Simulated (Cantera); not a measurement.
Charge: 1 mol SiC, 0.48 mol CO₂, 59 mol H₂, at 1.10e-6 bar.

Method: chemical equilibrium by Gibbs-energy minimisation in Cantera with the NASA 1993 tables (ideal gas, pure condensed phases). Candidate condensed phases: C, C₆H₆, C₇H₈, C₈H₁₈, H₂O, Si, SiC, SiO₂; 123 gas species. Kinetics and transport are ignored. All values below are at 1323 K.

Base state: H₂ 0.982, CO 0.0120, SiO 0.00400, H 0.00150 (mole fractions); condensed: SiC(s).

What changes in the equilibrium state with this change: pressure from 1.10e-6 bar to 0.0100 bar?


```csv
species,before,after
H₂,0.982,0.989
CO,0.0120,0.0108
SiO,0.00400,0.000155
H,0.00150,1.58e-5
CH₄,<1e-9,1.61e-5
"SiC(s), mol",0.760,0.837
"SiO₂(β-quartz), mol",0,0.154
```
Mutual solubility and eutectic melting of coexisting phases are not modelled. The tables hold silica as quartz up to 1696 K and as liquid above; real silica turns to tridymite and cristobalite and melts near 1996 K.
